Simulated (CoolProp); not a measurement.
Vapour-liquid equilibrium of dimethyl ether (1) + n-hexane (2) at 0.322 MPa; x and y are mole fractions of (1).

Model: multi-fluid Helmholtz-energy mixture model, Wu 2011 and Thol 2019; pair parameters Bell 2016, in CoolProp.

**Question.** Give the bubble temperature and the first vapour's composition at x = 0.65, 0.75, 0.95. Is there an azeotrope?

**Answer.** x = 0.65: 289.8 K, y = 0.977; x = 0.75: 286.4 K, y = 0.985; x = 0.95: 280.2 K, y = 0.997. No azeotrope shows between x = 0.05 and 0.95.

The pair parameters rest on a limited set of measurements; away from them the model extrapolates.
